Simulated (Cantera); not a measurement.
Input: 1 mol Fe3O4, 0.059 mol H2O, at 1525 K and 0.100 bar.

Method: chemical equilibrium by Gibbs-energy minimisation in Cantera with the NASA 1993 tables (ideal gas, pure condensed phases). Candidate condensed phases: Fe, FeO, Fe(OH)2, Fe(OH)3, Fe2O3, Fe3O4, H2O; 12 gas species. Kinetics and transport are ignored.

Base state: H2O 0.999, H2 0.000533, O2 0.000243, OH 0.000100 (mole fractions); condensed: Fe3O4(s).

**Question.** What changes in the equilibrium state with this change: pressure from 0.100 bar to 0.0100 bar?

**Answer.** 
```
species          before     after
-------------  --------  --------
H2O               0.999     0.998
H2             0.000533   0.00115
O2             0.000243  0.000522
OH             0.000100  0.000216
Fe3O4(s), mol      1.00      1.00
```
